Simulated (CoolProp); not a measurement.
Hydrogen sulfide along the isobar 43300 kPa: Z from the reference equation and from simpler models built on Tc = 373.1 K, pc = 8999 kPa, ω = 0.101; each cubic takes its own stable root.

Computed with CoolProp (reference Helmholtz-energy equation of state, Lemmon 2006). It is a short technical equation, of lower accuracy than the large ones.

```csv
T (K),phase,reference
233.1,liquid,0.7978
250.2,liquid,0.7638
267.3,liquid,0.7356
284.4,liquid,0.7124
301.4,liquid,0.6938
318.5,liquid,0.6792
335.6,liquid,0.6683
352.7,liquid,0.6611
369.8,liquid,0.6574
386.9,supercritical,0.6573
404,supercritical,0.6609
421.1,supercritical,0.6681
```

**Question.** How far does each simpler model (van der Waals, Redlich-Kwong, Peng-Robinson) lie from the reference over these 12 states: mean and median of the absolute difference, and the worst?

**Answer.** 
- van der Waals: mean 37.8 %, median 38.8 %, worst +46.9 % at 233.1 K and 43300 kPa
- Redlich-Kwong: mean 3.8 %, median 3.7 %, worst +4.6 % at 404 K and 43300 kPa
- Peng-Robinson: mean 7.2 %, median 7.9 %, worst -8.6 % at 267.3 K and 43300 kPa
